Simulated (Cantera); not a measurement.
Input: 1 mol Cr, 7.2 mol NH₃, 2.7 mol H₂, held at 10.0 mbar.

Cantera equilibrium calculation (NASA polynomials, part measured and part estimated; ideal gas, pure solids and liquids). Candidate condensed phases: Cr, CrN, Cr₂N; 11 gas species. The numbers say what is thermodynamically allowed, not how fast it happens.

**Question.** What share of the Cr ends up in condensed phases as a function of T (K), at 1273, 1423, 1573, 1723, 1873, 2023, 2173, 2323?

**Answer.** 
```json
[
 {"T (K)": "1273", "Cr condensed (%)": "100.0", "as": "Cr₂N(s)"},
 {"T (K)": "1423", "Cr condensed (%)": "100.0", "as": "Cr(s)"},
 {"T (K)": "1573", "Cr condensed (%)": "99.6", "as": "Cr(s)"},
 {"T (K)": "1723", "Cr condensed (%)": "94.9", "as": "Cr(s)"},
 {"T (K)": "1873", "Cr condensed (%)": "56.4", "as": "Cr(s)"},
 {"T (K)": "2023", "Cr condensed (%)": "0.0", "as": "-"},
 {"T (K)": "2173", "Cr condensed (%)": "0.0", "as": "-"},
 {"T (K)": "2323", "Cr condensed (%)": "0.0", "as": "-"}
]
```
